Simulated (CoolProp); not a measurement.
n-pentane along the isobar 998 kPa: fugacity coefficient from the reference equation and from simpler models built on Tc = 469.7 K, pc = 3368 kPa, ω = 0.251; each cubic takes its own stable root.

The numbers come from the reference Helmholtz-energy equation of state, Thol 2019 in CoolProp.

```csv
T (K),phase,reference,van der Waals,Redlich-Kwong,Soave-Redlich-Kwong,Peng-Robinson
424.4,gas,0.8585,0.8883,0.8673,0.8618,0.8512
437.4,gas,0.8725,0.8961,0.8782,0.8745,0.8641
450.4,gas,0.8846,0.9031,0.8880,0.8859,0.8756
463.5,gas,0.8954,0.9097,0.8969,0.8962,0.8861
476.5,gas,0.9048,0.9155,0.9048,0.9054,0.8955
489.6,gas,0.9133,0.9210,0.9120,0.9138,0.9041
502.6,gas,0.9207,0.9259,0.9185,0.9213,0.9117
515.7,gas,0.9275,0.9305,0.9245,0.9282,0.9188
528.7,gas,0.9335,0.9347,0.9299,0.9343,0.9252
541.7,gas,0.9390,0.9386,0.9348,0.9400,0.9310
554.8,gas,0.9440,0.9422,0.9393,0.9451,0.9364
567.8,gas,0.9485,0.9455,0.9434,0.9498,0.9413
580.9,gas,0.9526,0.9486,0.9473,0.9541,0.9458
593.9,gas,0.9563,0.9515,0.9508,0.9580,0.9499
607,gas,0.9598,0.9542,0.9540,0.9617,0.9537
620,gas,0.9629,0.9567,0.9570,0.9650,0.9572
```
